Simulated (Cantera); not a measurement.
A closed system holds: 1 mol CuO, 3.9 mol CO, 7.1 mol N₂, equilibrated at 900 Pa.

Cantera equilibrium calculation (NASA polynomials, part measured and part estimated; ideal gas, pure solids and liquids). Candidate condensed phases: C, Cu, CuO, Cu₂O; 27 gas species. The numbers say what is thermodynamically allowed, not how fast it happens.

### Question
At 1423 K, list the 4 most abundant gas species with their mole fractions, and the condensed phases.

### Answer
N₂ 0.645, CO 0.264, CO₂ 0.0909, Cu 0.000232. Condensed: Cu(l).
